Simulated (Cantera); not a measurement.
Cantera run:

```python
import numpy as np
import cantera as ct

gas_names = [...]  # 114 gases of nasa_gas.yaml made of C, Fe, H, O
cond_names = """
    C(gr) C6H6(L) C7H8(L) C8H18(L),n-octa Fe(a) Fe(c) Fe(d) Fe(L) FeC5O5(L) FeO(s) FeO(L) Fe(OH)2(s)
    Fe(OH)3(s) Fe2O3(s) Fe3O4(s) H2O(s) H2O(L)
""".split()


# ... load() reads the species with a 1 bar reference pressure and builds the phases ...
atoms = {
    'Fe3O4': {'Fe': 3, 'O': 4},
    'CO': {'C': 1, 'O': 1},
    'H2': {'H': 2},
}
top_T = {'C(gr)': 4500, 'Fe2O3(s)': 1830, 'Fe3O4(s)': 1870}  # K; cautious upper limits of use, not melting points


# ... equilibrate(T, P, feed) seeds the gas with the atoms and calls Mixture.equilibrate('TP', solver="vcs", rtol=1e-11, max_steps=5000) ...
results = []
P = 6700  # Pa
for T in [2325, 2350, 2375, 2400, 2425, 2450, 2475, 2500, 2525, 2550]:
    for m in [0.33, 1.3, 2.2, 3.2, 4.1, 5, 6, 6.9, 7.9, 8.8, 9.8]:
        feed = {'Fe3O4': 1, 'CO': 17, 'H2': m}  # mol
        mix = equilibrate(T, P, feed)
        results.append((T, P, feed, dict(zip(mix.species_names, mix.species_moles))))

for T, P, feed, n in results:
    print(f"{T:7g} {feed['H2']:10.4g}  " + (" + ".join(c for c in cond_names if n.get(c, 0) > 1e-12) or "gas only"))
```

It prints:

```
   2325       0.33  FeO(L)
   2325        1.3  FeO(L)
   2325        2.2  FeO(L)
   2325        3.2  FeO(L)
   2325        4.1  FeO(L)
   2325          5  FeO(L)
   2325          6  FeO(L)
   2325        6.9  FeO(L)
   2325        7.9  gas only
   2325        8.8  gas only
   2325        9.8  gas only
   2350       0.33  FeO(L)
   2350        1.3  FeO(L)
   2350        2.2  FeO(L)
   2350        3.2  FeO(L)
   2350        4.1  FeO(L)
   2350          5  FeO(L)
   2350          6  gas only
   2350        6.9  gas only
   2350        7.9  gas only
   2350        8.8  gas only
   2350        9.8  gas only
   2375       0.33  FeO(L)
   2375        1.3  FeO(L)
   2375        2.2  FeO(L)
   2375        3.2  FeO(L)
   2375        4.1  FeO(L)
   2375          5  gas only
   2375          6  gas only
   2375        6.9  gas only
   2375        7.9  gas only
   2375        8.8  gas only
   2375        9.8  gas only
   2400       0.33  FeO(L)
   2400        1.3  FeO(L)
   2400        2.2  FeO(L)
   2400        3.2  FeO(L)
   2400        4.1  gas only
   2400          5  gas only
   2400          6  gas only
   2400        6.9  gas only
   2400        7.9  gas only
   2400        8.8  gas only
   2400        9.8  gas only
   2425       0.33  FeO(L)
   2425        1.3  FeO(L)
   2425        2.2  FeO(L)
   2425        3.2  gas only
   2425        4.1  gas only
   2425          5  gas only
   2425          6  gas only
   2425        6.9  gas only
   2425        7.9  gas only
   2425        8.8  gas only
   2425        9.8  gas only
   2450       0.33  FeO(L)
   2450        1.3  FeO(L)
   2450        2.2  gas only
   2450        3.2  gas only
   2450        4.1  gas only
   2450          5  gas only
   2450          6  gas only
   2450        6.9  gas only
   2450        7.9  gas only
   2450        8.8  gas only
   2450        9.8  gas only
   2475       0.33  FeO(L)
   2475        1.3  gas only
   2475        2.2  gas only
   2475        3.2  gas only
   2475        4.1  gas only
   2475          5  gas only
   2475          6  gas only
   2475        6.9  gas only
   2475        7.9  gas only
   2475        8.8  gas only
   2475        9.8  gas only
   2500       0.33  gas only
   2500        1.3  gas only
   2500        2.2  gas only
   2500        3.2  gas only
   2500        4.1  gas only
   2500          5  gas only
   2500          6  gas only
   2500        6.9  gas only
   2500        7.9  gas only
   2500        8.8  gas only
   2500        9.8  gas only
   2525       0.33  gas only
   2525        1.3  gas only
   2525        2.2  gas only
   2525        3.2  gas only
   2525        4.1  gas only
   2525          5  gas only
   2525          6  gas only
   2525        6.9  gas only
   2525        7.9  gas only
   2525        8.8  gas only
   2525        9.8  gas only
   2550       0.33  gas only
   2550        1.3  gas only
   2550        2.2  gas only
   2550        3.2  gas only
   2550        4.1  gas only
   2550          5  gas only
   2550          6  gas only
   2550        6.9  gas only
   2550        7.9  gas only
   2550        8.8  gas only
   2550        9.8  gas only
```

Equilibrium computed with Cantera from the NASA thermochemical tables; the gas is ideal and each condensed phase is pure. The tables' stoichiometric FeO is somewhat more stable than real wüstite, so its field is too wide. FeO: taken at fixed stoichiometry.
